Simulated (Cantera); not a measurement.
An isothermal, constant-pressure homogeneous reactor starts with 24.4 % CH₄, 75.6 % H₂O, at 1575 K and 1000000 Pa.

Model: GRI-Mech 3.0 (53 species, 325 reactions), integrated in Cantera.

One state of this run: x CH₄ = 0.171; x H₂O = 0.712; x H₂ = 0.0867; x CO = 0.00191; x CH₂CO = 2.71e-5. x: mole fraction; the columns are a selection and need not sum to one.

**Question.** Which value of t (s) does it belong to?
A. 2.00
B. 5.00e-5
C. 0.0100
D. 0.0376

**Answer.** C, 0.0100
